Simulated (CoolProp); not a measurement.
Vapour-liquid equilibrium of R125 (1) + cyclopropane (2) at 297.8 K; x and y are mole fractions of (1).

Values from CoolProp's multi-fluid Helmholtz-energy mixture model, Lemmon 2005 and Polt 1992; pair parameters Bell 2016. This equation is an older, rougher fit; its heat capacities, sound speeds and derivatives of the liquid may be far off and weren't checked against measurements.

Give the bubble pressure and the first vapour's composition at x = 0.05, 0.65, 0.95. Is there an azeotrope?

x = 0.05: 858.8 kPa, y = 0.181; x = 0.65: 1400 kPa, y = 0.694; x = 0.95: 1388 kPa, y = 0.940. y crosses x between x = 0.65 and 0.8: the model has an azeotrope there.

Pair parameters are fitted to limited data, so mixtures are less certain than the pure fluids.
